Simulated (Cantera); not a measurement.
## Thermodynamics of silicon nitride deposition, feed Si2Cl6 + NH3 + N2

Feed: 1 mol Si2Cl6, 2.1 mol NH3, 5.2 mol N2, held at 0.00250 bar.

Cantera equilibrium calculation (NASA polynomials, part measured and part estimated; ideal gas, pure solids and liquids). Candidate condensed phases: NH4Cl, Si, Si3N4; 28 gas species. The feed counts by its element totals alone. The tables' values for SiCl3, SiCl, SiN are old estimates; treat these amounts as uncertain. The numbers say what is thermodynamically allowed, not how fast it happens.

```tsv
T (K)	x N2	x HCl	x H2	x SiCl2	x SiCl4	x SiCl3	n Si3N4(s)
900	0.492	0.316	0.132	2.07e-7	0.0591	1.60e-5	0.453
1000	0.489	0.334	0.123	8.70e-6	0.0543	0.000140	0.469
1100	0.486	0.347	0.116	0.000182	0.0501	0.000809	0.480
1200	0.484	0.355	0.111	0.00221	0.0447	0.00335	0.482
1300	0.483	0.348	0.110	0.0163	0.0327	0.00947	0.449
1400	0.486	0.303	0.122	0.0628	0.0125	0.0136	0.324
1500	0.496	0.223	0.150	0.121	0.00196	0.00863	0.140
1600	0.505	0.157	0.176	0.157	0.000252	0.00401	0
1700	0.504	0.158	0.174	0.158	7.26e-5	0.00242	0
1800	0.503	0.159	0.172	0.158	2.38e-5	0.00153	0
1900	0.500	0.160	0.169	0.155	8.84e-6	0.00101	0
```
x: gas mole fraction; n: condensed amount in mol.

From 900 K to 1500 K the condensed part is Si3N4(s). From 1600 K to 1900 K nothing is condensed. The main Si-bearing gas is SiCl4 at 900 K and SiCl2 at 1900 K.
